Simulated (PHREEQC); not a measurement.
A solution holds 0.014 mol/kgw KOH, 0.0024 mol/kgw CO2 and 3.1e-05 mol/kgw Na2CO3, at 70 °C. Closed to the air; pH follows from the charge balance.

Computed with PHREEQC (ion-association model, wateq4f.dat).

No solid was allowed to form.

Task: What pH, ionic strength does the model give?

Result: pH 10.73; ionic strength 0.0161 mol/kgw.

Task: In which forms is Na present?

Result: Na+ 86 %, NaCO3- 14 % of the Na.

Complexes and solids missing from the database can't appear. Constants without temperature data keep their 25 °C values here.
